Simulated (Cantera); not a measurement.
What does this Cantera script print?

```python
import numpy as np
import cantera as ct

gas = ct.Solution("gri30.yaml")
gas.TPX = 823, 1000000, {'CH4': 1, 'H2': 0.88, 'O2': 2.6, 'N2': 8.05, 'H2O': 0.27}
inlet = ct.Reservoir(gas, clone=True)
gas.equilibrate("HP")  # start burning
reactor = ct.IdealGasConstPressureReactor(gas, energy="on", clone=False)
exhaust = ct.Reservoir(gas, clone=True)
tau = [0.27, 0.065, 0.016, 0.0038, 0.00091, 0.00022, 5.2e-05, 1.3e-05, 3e-06][0]
for a, b in ((inlet, reactor), (reactor, exhaust)):
    ct.MassFlowController(a, b, mdot=lambda t: reactor.mass / tau)
net = ct.ReactorNet([reactor])
show = ['CH4', 'H2', 'O2', 'CO', 'CO2', 'C2H', 'H']

rows = []
print(f"{'tau/s':>10s}{'T/K':>9s}" + "".join(f"{s:>11s}" for s in show))
for tau in [0.27, 0.065, 0.016, 0.0038, 0.00091, 0.00022, 5.2e-05, 1.3e-05, 3e-06]:
    net.initial_time = 0.0
    net.advance(30 * tau)
    before = gas.X
    net.advance(40 * tau)
    drift = np.max(np.abs(gas.X - before) / (gas.X + 1e-9))
    rows.append([gas.T, *gas[show].X, drift])
    print(f"{tau:10.3e}{gas.T:9.1f}" + "".join(f"{x:11.3e}" for x in gas[show].X))
```

Output:

```
     tau/s      T/K        CH4         H2         O2         CO        CO2        C2H          H
 2.700e-01   2647.2  3.298e-08  6.968e-03  1.617e-02  1.287e-02  6.691e-02  4.416e-15  1.233e-03
 6.500e-02   2647.2  1.367e-07  6.970e-03  1.622e-02  1.287e-02  6.690e-02  2.479e-14  1.235e-03
 1.600e-02   2647.4  5.519e-07  6.979e-03  1.638e-02  1.290e-02  6.687e-02  2.045e-13  1.243e-03
 3.800e-03   2647.5  2.271e-06  7.025e-03  1.696e-02  1.300e-02  6.675e-02  2.602e-12  1.272e-03
 9.100e-04   2644.3  8.964e-06  7.267e-03  1.835e-02  1.349e-02  6.620e-02  3.610e-11  1.375e-03
 2.200e-04   2622.3  3.334e-05  8.271e-03  2.064e-02  1.535e-02  6.413e-02  4.273e-10  1.720e-03
 5.200e-05   2552.2  1.151e-04  1.115e-02  2.481e-02  2.027e-02  5.860e-02  3.432e-09  2.840e-03
 1.300e-05   2423.7  3.694e-04  1.613e-02  3.188e-02  2.837e-02  4.928e-02  1.723e-08  5.339e-03
 3.000e-06   2210.8  1.890e-03  2.441e-02  4.861e-02  4.239e-02  3.176e-02  1.240e-07  7.888e-03
```

Computed with Cantera and GRI-Mech 3.0 (53 species, 325 reactions).
